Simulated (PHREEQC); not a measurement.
## Acid rinse or clean: an equilibrium model

Consider water at 61 °C with 32 mmol/kgw H2SO4, 0.11 mmol/kgw FeCl3 and 0.033 mmol/kgw CuCl2. Closed to the air; pH follows from the charge balance.

Equilibrium calculation in PHREEQC: ion-association model, phreeqc.dat.

- pH = 1.49
- ionic strength = 0.0445 mol/kgw
- specific conductance = 26100 µS/cm
- total alkalinity = -64.2 meq/kg

| species | molality | activity | log γ |
|---|---|---|---|
| H+ | 0.0382 | 0.0325 | -0.071 |
| HSO4- | 0.0258 | 0.0211 | -0.088 |
| SO4-2 | 0.00608 | 0.00276 | -0.343 |
| Cl- | 0.000396 | 0.000321 | -0.091 |
| FeSO4+ | 8.10e-5 | 6.66e-5 | -0.085 |
| Cu+2 | 2.48e-5 | 1.17e-5 | -0.324 |
| FeHSO4+2 | 1.55e-5 | 6.88e-6 | -0.352 |
| CuSO4 | 8.17e-6 | 8.26e-6 | 0.004 |
| Fe(SO4)2- | 5.58e-6 | 4.56e-6 | -0.088 |

No solid was allowed to form. Examples of supersaturated solids here: Hematite (slow to form), Goethite (slow to form). Others may be too. Species that the database lacks are ignored. Away from 25 °C the constants follow the database's enthalpies or fits; those with neither stay at their 25 °C values.
